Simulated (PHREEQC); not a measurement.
Solution (25 °C): 0.0047 mol/kgw HCl and 0.00013 mol/kgw MnSO4. Closed to the air; pH follows from the charge balance.

Equilibrium calculation in PHREEQC: ion-association model, phreeqc.dat.

Q: The ionic strength comes out as 0.00515 mol/kgw. What activity coefficients do Mn+2, MnCl+, SO4-2, HSO4-, Cl- get?

A: Mn+2 0.74, MnCl+ 0.93, SO4-2 0.74, HSO4- 0.93, Cl- 0.92.

Precipitation was switched off in this run.
